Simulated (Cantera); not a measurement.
Input: 1 mol Al(CH₃)₃, 4.7 mol H₂O, 23 mol H₂, at 0.170 bar.

Cantera equilibrium calculation (NASA polynomials, part measured and part estimated; ideal gas, pure solids and liquids). Candidate condensed phases: Al, Al₂O₃, C, C₆H₆, C₇H₈, C₈H₁₈, H₂O; 121 gas species. The feed counts by its element totals alone. The numbers say what is thermodynamically allowed, not how fast it happens.

x: gas mole fraction; n: condensed amount in mol.

```csv
T (°C),x H₂,x CO,x H₂O,x CH₄,x H,x CO₂,x AlOH,n Al₂O₃(s)
602,0.868,0.0468,0.0399,0.0395,1.13e-10,0.00568,<1e-12,0.500
702,0.900,0.0759,0.0132,0.00916,2.63e-9,0.00177,<1e-12,0.500
802,0.908,0.0833,0.00660,0.00155,3.39e-8,0.000651,<1e-12,0.500
902,0.909,0.0846,0.00551,0.000222,2.84e-7,0.000400,<1e-12,0.500
1002,0.909,0.0849,0.00542,3.68e-5,1.70e-6,0.000304,<1e-12,0.500
1102,0.909,0.0850,0.00544,___,___,___,1.70e-12,0.500
1202,0.909,0.0850,0.00548,2.02e-6,3.00e-5,0.000206,3.51e-11,0.500
1302,0.909,0.0850,0.00550,___,___,___,4.89e-10,0.500
1402,0.909,0.0851,0.00553,2.24e-7,0.000268,0.000156,4.93e-9,0.500
1502,0.909,0.0851,0.00554,9.01e-8,0.000669,0.000139,3.80e-8,0.500
1602,0.908,0.0850,0.00555,4.01e-8,0.00151,0.000126,2.34e-7,0.500
1702,0.906,0.0850,0.00556,1.94e-8,0.00316,0.000116,1.19e-6,0.500
1802,0.903,0.0849,0.00556,1.00e-8,0.00614,0.000108,5.13e-6,0.500
```

Problem. Complete the blanks.

Solution. 
- 1102, x CH₄: 7.77e-6
- 1102, x H: 7.92e-6
- 1102, x CO₂: 0.000246
- 1302, x CH₄: 6.26e-7
- 1302, x H: 9.61e-5
- 1302, x CO₂: 0.000177
